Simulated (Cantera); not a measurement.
Input (Python, Cantera) and output of one run.

```python
import numpy as np
import cantera as ct

gas_names = """
    H H2 N NH NH2 NH3 N2 N2H2 N2H4 Si SiH SiH2 SiH3 SiH4 SiN Si2 Si2N Si3
""".split()
cond_names = """
    Si(cr) Si(L) Si3N4(a)
""".split()


def load(file, names, dense=False):
    # The tables refer to 1 bar. Condensed volumes are neglected.
    table = {s.name: s for s in ct.Species.list_from_file(file)}
    out = []
    for n in names:
        d = dict(table[n].input_data)
        d["thermo"] = dict(d["thermo"], **{"reference-pressure": 1e5})
        if dense:
            d["equation-of-state"] = {"model": "constant-volume", "density": "1e6 g/cm^3"}
        out.append(ct.Species.from_dict(d))
    return out


gas = ct.Solution(thermo="ideal-gas", species=load("nasa_gas.yaml", gas_names))
cond = {s.name: ct.Solution(thermo="fixed-stoichiometry", species=[s], name=s.name)
        for s in load("nasa_condensed.yaml", cond_names, dense=True)}
atoms = {
    'SiH4': {'Si': 1, 'H': 4},
    'NH3': {'N': 1, 'H': 3},
    'N2': {'N': 2},
}
top_T = {'Si3N4(a)': 2400}  # K; cautious upper limits of use, not melting points


def equilibrate(T, P, feed):
    n = {}
    for name, mol in feed.items():
        for a, k in atoms[name].items():
            n[a] = n.get(a, 0.0) + k * mol
    gas.TPX = T, P, n
    mass = sum(n.values()) * gas.mean_molecular_weight
    gas.equilibrate("TP")
    valid = [c for c in cond.values() if c.min_temp <= T <= top_T.get(c.name, c.max_temp)]
    mix = ct.Mixture([(gas, mass / gas.mean_molecular_weight)] + [(c, 0.0) for c in valid])
    mix.T, mix.P = T, P
    mix.equilibrate("TP", solver="vcs", rtol=1e-11, max_steps=5000)
    return mix


results = []
feed = {'SiH4': 1, 'NH3': 0.15, 'N2': 2.2}  # mol
T = 1325  # K
P = 6400  # Pa
mix = equilibrate(T, P, feed)
results.append((T, P, feed, dict(zip(mix.species_names, mix.species_moles))))
x = sorted(zip(gas.X, gas.species_names), reverse=True)
print(f"T = {T:g} K  P = {P:g} Pa  gas = {mix.phase_moles(0):.4g} mol")
print("   x: " + "  ".join(f"{s} {v:.3e}" for v, s in x if v > 1e-06))
print("   condensed (mol): " + ("  ".join(f"{mix.phase(i).name} {mix.phase_moles(i):.4g}"
      for i in range(1, mix.n_phases) if mix.phase_moles(i) > 1e-12) or "none"))
```

It prints:

```
T = 1325 K  P = 6400 Pa  gas = 3.833 mol
   x: H2 5.804e-01  N2 4.196e-01  H 4.925e-06  NH3 2.061e-06
   condensed (mol): Si3N4(a) 0.3333
```

Cantera equilibrium calculation (NASA polynomials, part measured and part estimated; ideal gas, pure solids and liquids).
